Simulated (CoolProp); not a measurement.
The fluid at 314.23 K and 0.0831 MPa (gas) is heated at constant pressure to 441.7 K. The same conditions are run with several fluids, on thermodynamics alone (safety and materials aside).

Model: reference Helmholtz-energy equation of state of each fluid (R365MFC: Lemmon 2016; ammonia: Gao 2020; R21: Platzer 1990), in CoolProp. The equations of Platzer and Polt are older, rougher fits.

Problem. Rank R365MFC, ammonia, R21 by heat (kJ/kg), highest first.

Solution. ammonia (287), R365MFC (145), R21 (85.7)

```tsv
fluid	final density (kg/m³)
R365MFC	3.39
ammonia	0.386
R21	2.34
```
